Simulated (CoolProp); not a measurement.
Vapour-liquid equilibrium of o-xylene (1) + n-decane (2) at 619 kPa; x and y are mole fractions of (1).

Model: multi-fluid Helmholtz-energy mixture model, Zhou 2012 and Lemmon 2006; pair parameters Bell 2016, in CoolProp.

Problem. Give the bubble temperature and the first vapour's composition at x = 0.425, 0.65, 0.95. Is there an azeotrope?

Solution. x = 0.425: 519.7 K, y = 0.534; x = 0.65: 512.3 K, y = 0.747; x = 0.95: 503.3 K, y = 0.969. No azeotrope shows between x = 0.05 and 0.95.

The pair parameters rest on a limited set of measurements; away from them the model extrapolates.
